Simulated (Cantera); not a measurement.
Charge: 1 mol Si, 1.8 mol F2, 5.1 mol H2, equilibrated at 898.15 K and 15.0 mbar.

Cantera equilibrium calculation (NASA polynomials, part measured and part estimated; ideal gas, pure solids and liquids). Candidate condensed phases: Si; 25 gas species. The tables' values for SiF3 are old estimates; treat these amounts as uncertain. Equilibrium is a limit: real reactors are often held back by kinetics, nucleation or transport.

Base state: H2 0.848, SiF4 0.145, SiHF3 0.00696, SiH2F2 0.000187, SiF3 7.78e-5 (mole fractions); condensed: Si(s).

### Question
What changes in the equilibrium state with this change: F2 from 1.8 to 1 mol?

### Answer
```
species       before     after
----------  --------  --------
H2             0.848     0.909
SiF4           0.145    0.0856
SiHF3        0.00696   0.00486
SiF3         7.78e-5   5.24e-5
SiH2F2      0.000187  0.000154
Si(s), mol    0.0889     0.493
```
